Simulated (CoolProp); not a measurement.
1-butene at several states: fugacity coefficient from the reference equation and from simpler models built on Tc = 146.1 °C, pc = 40.06 bar, ω = 0.192; each cubic takes its own stable root.

The numbers come from the reference Helmholtz-energy equation of state, Lemmon 2005 in CoolProp. It is a short technical equation, of lower accuracy than the large ones.

```
T (°C)   p (bar)          phase  reference
-------  -------  -------------  ---------
133.55     0.229            gas     0.9978
223.25       115  supercritical     0.5501
238.55       100  supercritical     0.6273
-48.55      4.05         liquid    0.03371
-164.35    0.215         liquid   9.121e-8
-131.05       16         liquid   2.535e-6
```

**Question.** How far does each simpler model (Redlich-Kwong, Soave-Redlich-Kwong) lie from the reference over these 6 states: mean and median of the absolute difference, and the worst?

**Answer.** 
- Redlich-Kwong: mean 25.8 %, median 19.2 %, worst +65.3 % at -48.55 °C and 4.05 bar
- Soave-Redlich-Kwong: mean 8.3 %, median 4.9 %, worst +31.5 % at -164.35 °C and 0.215 bar
